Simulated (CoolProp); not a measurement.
Vapour-liquid equilibrium of dimethyl ether (1) + methanol (2) at 0.18 MPa; x and y are mole fractions of (1).

Values from CoolProp's multi-fluid Helmholtz-energy mixture model, Wu 2011 and de Reuck 1993; pair parameters Bell 2016.

| x | bubble temperature, mixture model (°C) | bubble temperature, Raoult's law (°C) | y, mixture model | y, Raoult's law |
|---|---|---|---|---|
| 0.05 | 54.0 | 65.1 | 0.640 | 0.451 |
| 0.15 | 24.9 | 43.2 | 0.913 | 0.805 |
| 0.25 | 12.2 | 28.8 | 0.959 | 0.914 |
| 0.35 | 5.6 | 18.8 | 0.974 | 0.956 |
| 0.45 | 1.6 | 11.4 | 0.980 | 0.975 |
| 0.55 | -1.1 | 5.6 | 0.984 | 0.986 |
| 0.65 | -3.2 | 0.8 | 0.987 | 0.992 |
| 0.75 | -5.1 | -3.1 | 0.990 | 0.995 |
| 0.85 | -7.2 | -6.5 | 0.993 | 0.998 |
| 0.95 | -9.5 | -9.4 | 0.997 | 0.999 |

The largest gap from Raoult's law is -18.3 K in bubble temperature, at x = 0.15. No azeotrope shows between x = 0.05 and 0.95.

Pair parameters are fitted to limited data, so mixtures are less certain than the pure fluids. With so large a gap from Raoult's law the liquid may split in two, which this calculation doesn't test in full.
